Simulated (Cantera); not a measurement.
# Premixed flame

A freely propagating, adiabatic, planar premixed flame of 11.3 % CO, 0.611 % H2, 5.65 % CH4, 15.7 % O2, 59.0 % N2, 7.69 % H2O, equivalence ratio 1.1, unburnt at 450 K and 5.00 bar; unity-Lewis-number transport, grid criteria slope 0.08 and curve 0.16, no radiation.

Model: GRI-Mech 3.0 (53 species, 325 reactions), integrated in Cantera. Unity Lewis numbers drop preferential diffusion, which matters most where H2 and H carry the flame. Burning velocities carry a grid error of a few per cent, more on coarse grids.

| z (mm) | T (K) | u (m/s) | x CO | x H2 | x CH4 | x NO | x CO2 | x C2H6 |
|---|---|---|---|---|---|---|---|---|
| -0.377 | 451 | 0.381 | 0.113 | 0.00611 | 0.0565 | <1e-8 | 2.98e-5 | 2.03e-7 |
| -0.251 | 455 | 0.385 | 0.113 | 0.00613 | 0.0564 | 1.34e-8 | 0.000273 | 1.87e-6 |
| -0.188 | 470 | 0.398 | 0.113 | 0.00622 | 0.0558 | 5.60e-8 | 0.00107 | 7.32e-6 |
| -0.126 | 559 | 0.472 | 0.111 | 0.00673 | 0.0526 | 4.24e-7 | 0.00584 | 3.99e-5 |
| -0.0628 | 983 | 0.828 | 0.102 | 0.00937 | 0.0362 | 4.60e-6 | 0.0305 | 0.000204 |
| -0.0314 | 1386 | 1.16 | 0.0927 | 0.0122 | 0.0191 | 1.10e-5 | 0.0568 | 0.000270 |
| 0 | 1804 | 1.51 | 0.0776 | 0.0137 | 0.00275 | 1.93e-5 | 0.0900 | 2.07e-5 |
| 0.0314 | 1988 | 1.65 | 0.0582 | 0.0120 | 5.01e-5 | 2.72e-5 | 0.115 | 1.02e-8 |
| 0.0628 | 2070 | 1.71 | 0.0479 | 0.0115 | 6.48e-7 | 3.20e-5 | 0.126 | <1e-8 |
| 0.126 | 2152 | 1.76 | 0.0400 | 0.0101 | <1e-8 | 3.77e-5 | 0.135 | <1e-8 |
| 0.251 | 2215 | 1.80 | 0.0344 | 0.00851 | <1e-8 | 4.43e-5 | 0.142 | <1e-8 |
| 0.502 | 2255 | 1.83 | 0.0308 | 0.00744 | <1e-8 | 5.16e-5 | 0.146 | <1e-8 |
| 1.00 | 2277 | 1.85 | 0.0288 | 0.00689 | <1e-8 | 5.98e-5 | 0.148 | <1e-8 |
x: mole fraction of selected species; z is measured from the peak of heat release.

The laminar burning velocity is 38.1 cm/s and the thermal thickness comes out as 0.126 mm. The peak x(C2H6) is 0.000280 and the grid points is 139.
